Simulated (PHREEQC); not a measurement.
A made-up water analysis in mmol/kgw, 93 °C, pH 6.1, pe -0.1: Na 0.12; K 0.0468; Ca 0.24; Mg 0.0388; Cl 0.301; S(6) 0.0704; Alkalinity (meq/kgw) 0.294; N(-3) 0.00952.

Cl is adjusted to close the charge balance.
Valence states are taken as typed.

All values are PHREEQC results (ion-association model, wateq4f.dat), not measurements.

This is a speciation only: nothing precipitates in the calculation.

Q: Order these S species by the share of S that they hold, largest first: MgSO4, CaSO4, SO4-2.

A: SO4-2 (92 %), CaSO4 (5.2 %), MgSO4 (2.4 %)

Q: Order these C species by the share of C that they hold, largest first: HCO3-, CO2, CaHCO3+.

A: CO2 (65 %), HCO3- (35 %), CaHCO3+ (0.14 %)

The pH is 6.10 and the ionic strength 0.00106 mol/kgw. Complexes and solids missing from the database can't appear. Away from 25 °C the constants follow the database's enthalpies or fits; those with neither stay at their 25 °C values.
